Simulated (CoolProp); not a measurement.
Vapour-liquid equilibrium of propane (1) + n-perfluorobutane (2) at 260.2 K; x and y are mole fractions of (1).

The numbers come from the multi-fluid Helmholtz-energy mixture model, Lemmon 2009 and Gao 2022; pair parameters Bell 2016 in CoolProp.

**Question.** Give the bubble pressure and the first vapour's composition at x = 0.2, 0.35, 0.425. Is there an azeotrope?

**Answer.** x = 0.2: 0.2157 MPa, y = 0.735; x = 0.35: 0.2635 MPa, y = 0.799; x = 0.425: 0.2756 MPa, y = 0.814. No azeotrope shows between x = 0.05 and 0.95.

Pair parameters are fitted to limited data, so mixtures are less certain than the pure fluids. With so large a gap from Raoult's law the liquid may split in two, which this calculation doesn't test in full.
